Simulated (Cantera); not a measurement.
Feed: 1 mol SiHCl₃, a varied amount of H₂, at 973.15 K and 1.10 bar.

These are equilibrium values from Cantera (NASA tables, ideal gas, pure condensed phases), not measurements of a reactor. Candidate condensed phases: Si; 19 gas species. Equilibrium is a limit: real reactors are often held back by kinetics, nucleation or transport.

**Question.** What share of the Si ends up in condensed phases as a function of n(H₂) (mol), at 7.6, 16, 32, 66, 140, 280, 580?

**Answer.** 
| n(H₂) (mol) | Si condensed (%) | as |
|---|---|---|
| 7.6 | 17.4 | Si(s) |
| 16 | 17.0 | Si(s) |
| 32 | 17.3 | Si(s) |
| 66 | 18.7 | Si(s) |
| 140 | 22.3 | Si(s) |
| 280 | 28.6 | Si(s) |
| 580 | 39.5 | Si(s) |
